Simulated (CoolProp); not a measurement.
Computed with CoolProp (reference Helmholtz-energy equation of state, Akasaka 2015).

Question: For R245fa, give the phase and the Z, Prandtl number at 63.65 °C and 175 bar; 115.25 °C and 175 bar.

Answer: 
- 63.65 °C and 175 bar: liquid; Z 0.647, Prandtl number 5.01
- 115.25 °C and 175 bar: liquid; Z 0.624, Prandtl number 3.85

Viscosity comes from a separate model (Bell 2016), an estimate that may be off by 10 % or more. Thermal conductivity comes from a separate model (Huber 2003), an estimate that may be off by 10 % or more.
